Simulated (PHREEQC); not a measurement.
## Acid rinse or clean: an equilibrium model

Consider water at 25 °C with 140 mmol/kgw H2SO4, 0.17 mmol/kgw NaCl and 0.46 mmol/kgw CuCl2. Closed to the air; pH follows from the charge balance.

Equilibrium calculation in PHREEQC: ion-association model, phreeqc.dat.

Precipitation was switched off in this run.

Question: What pH, density, specific conductance does the model give?

Answer: pH 0.88; density 1.006 g/cm³; specific conductance 52300 µS/cm.

Question: In which forms is Na present?

Answer: Na+ 97 %, NaSO4- 3.3 % of the Na.
